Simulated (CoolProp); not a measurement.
Computed with CoolProp (reference Helmholtz-energy equation of state, Bücker 2006).

Question: For ethane, give the phase and the density (kg/m³), cv (kJ/(kg K)), isothermal compressibility (1/MPa), viscosity (µPa s) at 377 K and 14.1 MPa; 478.3 K and 14.1 MPa.

Answer: 
- 377 K and 14.1 MPa: supercritical; density 233, cv 1.98, isothermal compressibility 0.0673, viscosity 27.0
- 478.3 K and 14.1 MPa: supercritical; density 126, cv 2.31, isothermal compressibility 0.0756, viscosity 20.2

Viscosity comes from a separate model (Friend 1991).
